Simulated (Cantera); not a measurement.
**FeS₂ + H₂ + N₂ (hydrogen reduction and annealing atmospheres)**

Input: 1 mol FeS₂, 100 mol H₂, 0.42 mol N₂, at 1 atm.

These are equilibrium values from Cantera (NASA tables, ideal gas, pure condensed phases), not measurements of a reactor. Candidate condensed phases: Fe, FeS, FeS₂, S; 16 gas species. Metal and sulfide melt together well below either melting point, which pure phases cannot show. Mutual solubility and eutectic melting of coexisting phases are not modelled. FeS: taken at fixed stoichiometry. Gases not in the tables: S₃ to S₇. Equilibrium is a limit: real reactors are often held back by kinetics, nucleation or transport.

From 875 K to 1375 K the condensed part is FeS(s). From 1475 K to 1575 K the condensed part is Fe(γ) + FeS(l). At 1675 K the condensed part is Fe(δ) + FeS(l). At 1775 K the condensed part is Fe(δ). At 1875 K the condensed part is Fe(l).

```csv
T (K),x H₂,x H₂S,x N₂,x SH,x H,x S₂,x NH₃,n FeS(s),n Fe(γ),n FeS(l),n Fe(δ),n Fe(l)
875,0.986,0.00996,0.00414,3.57e-9,4.95e-11,2.51e-10,9.51e-5,1.00,0,0,0,0
975,0.986,0.00996,0.00416,3.62e-8,1.13e-9,3.14e-9,4.41e-5,1.00,0,0,0,0
1075,0.986,0.00996,0.00417,2.39e-7,1.45e-8,2.47e-8,2.34e-5,1.00,0,0,0,0
1175,0.986,0.00996,0.00418,1.15e-6,1.21e-7,1.38e-7,1.38e-5,1.00,0,0,0,0
1275,0.986,0.00995,0.00418,4.31e-6,7.27e-7,5.87e-7,8.81e-6,1.00,0,0,0,0
1375,0.986,0.00994,0.00418,1.33e-5,3.38e-6,2.03e-6,5.99e-6,1.000,0,0,0,0
1475,0.982,0.0140,0.00418,4.99e-5,1.28e-5,1.18e-5,4.26e-6,0,0.411,0.589,0,0
1575,0.979,0.0164,0.00418,0.000138,4.09e-5,4.21e-5,3.17e-6,0,0.674,0.326,0,0
1675,0.976,0.0189,0.00418,0.000338,0.000114,0.000128,2.44e-6,0,0,0.0389,0.961,0
1775,0.976,0.0187,0.00418,0.000650,0.000284,0.000262,1.94e-6,0,0,0,0.998,0
1875,0.976,0.0178,0.00418,0.00112,0.000643,0.000457,1.59e-6,0,0,0,0,0.992
```
x: gas mole fraction; n: condensed amount in mol.
